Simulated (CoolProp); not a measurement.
Properties of acetone at several states (Tc = 508.1 K, pc = 4692 kPa, ω = 0.307).

Values from CoolProp's reference Helmholtz-energy equation of state, Lemmon 2006. It is a short technical equation, of lower accuracy than the large ones.

| T (K) | p (kPa) | phase | Z | cp (kJ/(kg K)) | expansivity (1/kK) |
|---|---|---|---|---|---|
| 497.1 | 7130 | liquid | 0.2002 | (withheld) | 5.309 |
| 505.4 | 85 | gas | 0.9927 | 1.889 | 2.031 |
| 374.4 | 79.3 | gas | 0.9782 | (withheld) | 2.932 |
| 210.1 | 160 | liquid | (withheld) | 2.008 | (withheld) |
| 318 | 84.7 | liquid | 0.002441 | 2.196 | (withheld) |
| 432.7 | 22000 | liquid | 0.5351 | (withheld) | (withheld) |

Task: Some entries are withheld; supply them.

Result: 
- 497.1, cp (kJ/(kg K)): 3.202
- 374.4, cp (kJ/(kg K)): 1.568
- 210.1, Z: 0.006050
- 210.1, expansivity (1/kK): 1.207
- 318, expansivity (1/kK): 1.521
- 432.7, cp (kJ/(kg K)): 2.454
- 432.7, expansivity (1/kK): 1.724
